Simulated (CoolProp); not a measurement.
The numbers come from the reference Helmholtz-energy equation of state, Lemmon 2006 in CoolProp. It is a short technical equation, of lower accuracy than the large ones.

Problem. Give the vapour pressure (MPa), liquid density (kg/m³), enthalpy of vaporisation (kJ/kg), surface tension (mN/m) of saturated carbonyl sulfide at 216.1 K.

Solution. 
```json
[
 {"T (K)": "216.1", "p (MPa)": "0.0728", "liquid density (kg/m³)": "1190", "enthalpy of vaporisation (kJ/kg)": "313", "surface tension (mN/m)": "22.1"}
]
```

Surface tension comes from a separate correlation (Mulero 2012).
